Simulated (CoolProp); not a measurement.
The numbers come from the reference Helmholtz-energy equation of state, de Reuck 1993 in CoolProp.

Q: Give the vapour pressure (bar), liquid cp (kJ/(kg K)), liquid viscosity (µPa s), liquid conductivity (mW/(m K)) of saturated methanol at 254.7 K.

A: 
| T (K) | p (bar) | liquid cp (kJ/(kg K)) | liquid viscosity (µPa s) | liquid conductivity (mW/(m K)) |
|---|---|---|---|---|
| 254.7 | 0.0115 | 2.33 | 1130 | 208 |

Viscosity comes from a separate model (Xiang 2006). Thermal conductivity comes from a separate model (Sykioti 2013).
